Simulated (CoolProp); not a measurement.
A single-stage vapour-compression cycle with the fluid: evaporating at 279.15 K (dew point), condensing at 342.15 K (bubble point), superheat 5 K, subcooling 2 K, compressor efficiency 0.85, no pressure losses. The same conditions are run with several fluids, on thermodynamics alone (safety and materials aside).

Values from CoolProp's reference Helmholtz-energy equation of state of each fluid (R141b: Lemmon 2006; R1336mzz(E): Akasaka 2023; propane: Lemmon 2009; CH2F2 (R32): Tillner-Roth 1997; n-perfluoropentane: Gao 2022; cis-2-butene: Lemmon 2005).

Rank R141b, R1336mzz(E), propane, CH2F2 (R32), n-perfluoropentane, cis-2-butene by cooling COP, highest first.

R141b (3.05), cis-2-butene (2.93), R1336mzz(E) (2.47), propane (2.37), CH2F2 (R32) (2.28), n-perfluoropentane (1.89)

```csv
fluid,pressure ratio,discharge temperature (K),refrigerating effect (kJ/kg),volumetric capacity (kJ/m³)
R141b,8.62,359.5,167,309
R1336mzz(E),7.71,342.1,81.2,554
propane,4.47,357.3,199,2390
CH2F2 (R32),4.87,401.0,182,4700
n-perfluoropentane,9.01,342.2,35.7,177
cis-2-butene,6.54,357.4,278,760
```

The compression ends wet for: R1336mzz(E); n-perfluoropentane.
